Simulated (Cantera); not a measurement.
What does this Cantera script print?

```python
import numpy as np
import cantera as ct

gas_names = """
    C CH CH2 CH3 CH2OH CH3O CH4 CH3OH CO CO2 COOH C2 C2H CHCO,ketyl C2H2,acetylene C2H2,vinylidene
    CH2CO,ketene C2H3,vinyl CH3CO,acetyl C2H4 C2H4O,ethylen CH3CHO,ethanal CH3COOH (HCOOH)2 C2H5 C2H6
    CH3OCH3 C2H5OH C2O C3 C3H3,propargyl C3H4,allene C3H4,propyne C3H4,cyclo- C3H5,allyl C3H6,propylene
    C3H6,cyclo- C3H6O C3H7,n-propyl C3H7,i-propyl C3H8 C3H8O,1propanol C3H8O,2propanol C3O2 C4 C4H2
    C4H4,1,3-cyclo- C4H6,butadiene C4H6,2-butyne C4H6,cyclo- C4H8,1-butene C4H8,cis2-buten
    C4H8,tr2-butene C4H8,isobutene C4H8,cyclo- (CH3COOH)2 C4H9,n-butyl C4H9,i-butyl C4H9,s-butyl
    C4H9,t-butyl C4H10,isobutane C4H10,n-butane C5 C5H6,1,3cyclo- C5H8,cyclo- C5H10,1-pentene
    C5H10,cyclo- C5H11,pentyl C5H11,t-pentyl C5H12,n-pentane C5H12,i-pentane CH3C(CH3)2CH3 C6H2
    C6H5,phenyl C6H5O,phenoxy C6H6 C6H5OH,phenol C6H10,cyclo- C6H12,1-hexene C6H12,cyclo- C6H13,n-hexyl
    C7H7,benzyl C7H8 C7H8O,cresol C7H14,1-heptene C7H15,n-heptyl C7H16,n-heptane C8H8,styrene
    C8H10,ethylbenz C8H16,1-octene C8H17,n-octyl C8H18,isooctane C8H18,n-octane C9H19,n-nonyl
    C10H8,naphthale C10H21,n-decyl C12H9,o-bipheny C12H10,bipheny H HCO HO2 H2 HCHO,formaldehy HCOOH H2O
    H2O2 O OH O2 O3 Ti TiO TiO2
""".split()
cond_names = """
    C(gr) C6H6(L) C7H8(L) C8H18(L),n-octa H2O(s) H2O(L) Ti(a) Ti(b) Ti(L) TiC(s) TiC(L) TiO(a) TiO(b)
    TiO(L) TiO2(ru) TiO2(L) Ti2O3(a) Ti2O3(b) Ti2O3(L) Ti3O5(a) Ti3O5(b) Ti3O5(L) Ti4O7(s) Ti4O7(L)
""".split()


def load(file, names, dense=False):
    # The tables refer to 1 bar. Condensed volumes are neglected.
    table = {s.name: s for s in ct.Species.list_from_file(file)}
    out = []
    for n in names:
        d = dict(table[n].input_data)
        d["thermo"] = dict(d["thermo"], **{"reference-pressure": 1e5})
        if dense:
            d["equation-of-state"] = {"model": "constant-volume", "density": "1e6 g/cm^3"}
        out.append(ct.Species.from_dict(d))
    return out


gas = ct.Solution(thermo="ideal-gas", species=load("nasa_gas.yaml", gas_names))
cond = {s.name: ct.Solution(thermo="fixed-stoichiometry", species=[s], name=s.name)
        for s in load("nasa_condensed.yaml", cond_names, dense=True)}
atoms = {
    'TiO2': {'Ti': 1, 'O': 2},
    'CH4': {'C': 1, 'H': 4},
    'H2': {'H': 2},
}
top_T = {'C(gr)': 4500}  # K; cautious upper limits of use, not melting points


def equilibrate(T, P, feed):
    n = {}
    for name, mol in feed.items():
        for a, k in atoms[name].items():
            n[a] = n.get(a, 0.0) + k * mol
    gas.TPX = T, P, n
    mass = sum(n.values()) * gas.mean_molecular_weight
    gas.equilibrate("TP")
    valid = [c for c in cond.values() if c.min_temp <= T <= top_T.get(c.name, c.max_temp)]
    mix = ct.Mixture([(gas, mass / gas.mean_molecular_weight)] + [(c, 0.0) for c in valid])
    mix.T, mix.P = T, P
    mix.equilibrate("TP", solver="vcs", rtol=1e-11, max_steps=5000)
    return mix


results = []
feed = {'TiO2': 1, 'CH4': 0.93, 'H2': 14}  # mol
P = 100000  # Pa
for T in [1425, 1475, 1525, 1575, 1625, 1675, 1725, 1775, 1825, 1875, 1925, 1975]:
    mix = equilibrate(T, P, feed)
    results.append((T, P, feed, dict(zip(mix.species_names, mix.species_moles))))
    x = sorted(zip(gas.X, gas.species_names), reverse=True)
    print(f"T = {T:g} K  P = {P:g} Pa  gas = {mix.phase_moles(0):.4g} mol")
    print("   x: " + "  ".join(f"{s} {v:.3e}" for v, s in x if v > 0.001))
    print("   condensed (mol): " + ("  ".join(f"{mix.phase(i).name} {mix.phase_moles(i):.4g}"
          for i in range(1, mix.n_phases) if mix.phase_moles(i) > 1e-12) or "none"))
```

It prints:

```
T = 1425 K  P = 100000 Pa  gas = 16.56 mol
   x: H2 9.532e-01  CO 4.434e-02  CH4 2.259e-03
   condensed (mol): TiC(s) 0.1583  Ti2O3(b) 0.4208
T = 1475 K  P = 100000 Pa  gas = 16.59 mol
   x: H2 9.537e-01  CO 4.493e-02  CH4 1.130e-03
   condensed (mol): TiC(s) 0.1659  Ti2O3(b) 0.4171
T = 1525 K  P = 100000 Pa  gas = 16.6 mol
   x: H2 9.540e-01  CO 4.521e-02
   condensed (mol): TiC(s) 0.1695  Ti2O3(b) 0.4152
T = 1575 K  P = 100000 Pa  gas = 16.61 mol
   x: H2 9.541e-01  CO 4.535e-02
   condensed (mol): TiC(s) 0.1714  Ti2O3(b) 0.4143
T = 1625 K  P = 100000 Pa  gas = 16.61 mol
   x: H2 9.541e-01  CO 4.542e-02
   condensed (mol): TiC(s) 0.1724  Ti2O3(b) 0.4138
T = 1675 K  P = 100000 Pa  gas = 16.61 mol
   x: H2 9.541e-01  CO 4.545e-02
   condensed (mol): TiC(s) 0.173  Ti2O3(b) 0.4135
T = 1725 K  P = 100000 Pa  gas = 16.62 mol
   x: H2 9.540e-01  CO 4.547e-02
   condensed (mol): TiC(s) 0.1733  Ti2O3(b) 0.4133
T = 1775 K  P = 100000 Pa  gas = 16.62 mol
   x: H2 9.539e-01  CO 4.548e-02
   condensed (mol): TiC(s) 0.1735  Ti2O3(b) 0.4132
T = 1825 K  P = 100000 Pa  gas = 16.62 mol
   x: H2 9.538e-01  CO 4.548e-02
   condensed (mol): TiC(s) 0.1737  Ti2O3(b) 0.4132
T = 1875 K  P = 100000 Pa  gas = 16.62 mol
   x: H2 9.536e-01  CO 4.548e-02
   condensed (mol): TiC(s) 0.1738  Ti2O3(b) 0.4131
T = 1925 K  P = 100000 Pa  gas = 16.62 mol
   x: H2 9.533e-01  CO 4.547e-02
   condensed (mol): TiC(s) 0.1739  Ti2O3(b) 0.4131
T = 1975 K  P = 100000 Pa  gas = 16.63 mol
   x: H2 9.529e-01  CO 4.546e-02  H 1.336e-03
   condensed (mol): TiC(s) 0.174  Ti2O3(b) 0.413
```

Method: chemical equilibrium by Gibbs-energy minimisation in Cantera with the NASA 1993 tables (ideal gas, pure condensed phases). Mutual solubility and eutectic melting of coexisting phases are not modelled. TiC: taken at fixed stoichiometry.
